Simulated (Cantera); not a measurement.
Mixture: 13.6 % CH₄, 18.1 % O₂, 68.3 % N₂, at 13.0 bar, adiabatic and at constant pressure. Ignition delay is the time to a rise of 400 K.

Cantera simulation using GRI-Mech 3.0 (53 species, 325 reactions); the numbers are that mechanism's predictions, not measurements. The pressure lies above the range GRI-Mech 3.0 was tuned for (to about 10 atm).

Predict: delay at 1250 K; delay at 1350 K; delay at 1450 K; delay at 1550 K; delay at 1650 K; delay at 1750 K; apparent activation energy between 1550 and 1750 K.


* **delay at 1250 K**: 2.41 ms
* **delay at 1350 K**: 0.799 ms
* **delay at 1450 K**: 0.289 ms
* **delay at 1550 K**: 0.112 ms
* **delay at 1650 K**: 46.2 µs
* **delay at 1750 K**: 20.6 µs
* **apparent activation energy between 1550 and 1750 K**: 190 kJ/mol
